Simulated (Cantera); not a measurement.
A closed system holds: 1 mol Si, 0.5 mol HCl, 4.2 mol H₂, at 0.100 bar.

These are equilibrium values from Cantera (NASA tables, ideal gas, pure condensed phases), not measurements of a reactor. Candidate condensed phases: Si; 19 gas species. The tables' values for SiCl₃ are old estimates; treat these amounts as uncertain. Kinetics and transport are ignored.

x: gas mole fraction; n: condensed amount in mol.

```
T (K)   x H₂     x HCl   x SiCl₄   x SiCl₂  x SiHCl₃  n Si(s)
-----  -----  --------  --------  --------  --------  -------
523    0.970   5.38e-6    0.0187  8.06e-12    0.0114    0.861
623    0.970   7.77e-5    0.0190   3.12e-9    0.0110    0.862
723    0.969  0.000530    0.0192   2.27e-7    0.0105    0.863
823    0.968         …    0.0191         …   0.00996    0.865
923    0.965   0.00680    0.0183   6.89e-5   0.00925    0.871
1023   0.958    0.0162    0.0162  0.000485   0.00813    0.881
1123   0.946    0.0312    0.0122   0.00218   0.00633    0.896
1223   0.931    0.0492   0.00667   0.00631   0.00390    0.909
1323   0.919         …         …         …         …    0.916
1423   0.914    0.0679  0.000536    0.0152  0.000560    0.916
```

### Question
Complete the blanks.

### Answer

- 1323, x HCl: 0.0626
- 1323, x SiCl₄: 0.00226
- 1323, x SiCl₂: 0.0117
- 1323, x SiHCl₃: 0.00168
- 823, x HCl: 0.00224
- 823, x SiCl₂: 5.70e-6
